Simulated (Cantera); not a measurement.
Input (Python, Cantera):

```python
import numpy as np
import cantera as ct

gas = ct.Solution("h2o2.yaml")
gas.TPX = 548, 30000, {'H2': 1, 'O2': 0.455, 'N2': 1.71}
flame = ct.FreeFlame(gas, width=0.093)
flame.set_refine_criteria(ratio=3, slope=0.08, curve=0.16)
flame.transport_model = "mixture-averaged"
flame.solve(loglevel=0, auto=True)
z, T = flame.grid, flame.T
thick = (T[-1] - T[0]) / np.gradient(T, z).max()
show = ['H2', 'O2', 'HO2', 'H', 'O', 'H2O2']
print(f"laminar burning velocity  {flame.velocity[0] * 100:.3f} cm/s")
print(f"burnt temperature         {T[-1]:.1f} K")
print(f"thermal thickness         {thick * 1e3:.4f} mm")
print(f"grid points               {len(z)}")
z0 = z[flame.heat_release_rate.argmax()]
print(f"{'z/mm':>9s}{'T/K':>9s}{'u/(m/s)':>9s}" + "".join(f"{s:>11s}" for s in show))
rows = []
for k in (-3, -2, -1.5, -1, -0.5, -0.25, 0, 0.25, 0.5, 1, 2, 4, 8):
    zz = z0 + k * thick
    rows.append([k * thick, np.interp(zz, z, T), np.interp(zz, z, flame.velocity),
                 *(np.interp(zz, z, flame.X[gas.species_index(s)]) for s in show)])
    print(f"{rows[-1][0] * 1e3:9.3f}{rows[-1][1]:9.1f}{rows[-1][2]:9.3f}" + "".join(f"{x:11.3e}" for x in rows[-1][3:]))
```

Result:

```
laminar burning velocity  596.845 cm/s
burnt temperature         2472.8 K
thermal thickness         2.1907 mm
grid points               137
     z/mm      T/K  u/(m/s)         H2         O2        HO2          H          O       H2O2
   -6.572    548.0    5.968  3.160e-01  1.438e-01  7.395e-15  1.618e-17  3.100e-18 -4.870e-16
   -4.381    548.0    5.968  3.160e-01  1.438e-01  3.358e-12  4.749e-14  2.867e-15 -1.764e-16
   -3.286    548.0    5.968  3.160e-01  1.438e-01  4.451e-10  1.731e-11  5.182e-13  5.305e-14
   -2.191    548.0    5.968  3.160e-01  1.438e-01  9.611e-08  1.157e-08  1.832e-10  2.870e-11
   -1.095    553.7    6.022  3.146e-01  1.438e-01  9.650e-05  1.109e-04  3.870e-06  1.080e-06
   -0.548    703.5    7.540  2.911e-01  1.402e-01  8.253e-05  6.350e-03  1.892e-04  5.008e-06
    0.000   1138.7   11.794  1.654e-01  9.682e-02  3.119e-05  5.556e-02  6.412e-03  1.473e-06
    0.548   1444.9   14.763  6.652e-02  3.550e-02  1.042e-05  8.519e-02  1.332e-02  1.445e-06
    1.095   1575.5   15.974  5.784e-02  2.617e-02  6.757e-06  7.844e-02  1.358e-02  9.947e-07
    2.191   1723.7   17.301  5.934e-02  2.264e-02  4.929e-06  6.451e-02  1.244e-02  5.501e-07
    4.381   1883.1   18.680  5.990e-02  1.923e-02  3.537e-06  4.997e-02  1.046e-02  2.858e-07
    8.763   2044.6   20.029  5.836e-02  1.561e-02  2.468e-06  3.645e-02  8.031e-03  1.574e-07
   17.526   2197.3   21.263  5.484e-02  1.197e-02  1.745e-06  2.503e-02  5.585e-03  1.002e-07
```

Model: the H2/O2 subset of GRI-Mech 3.0, which has no nitrogen chemistry, integrated in Cantera. Burning velocities carry a grid error of a few per cent, more on coarse grids.
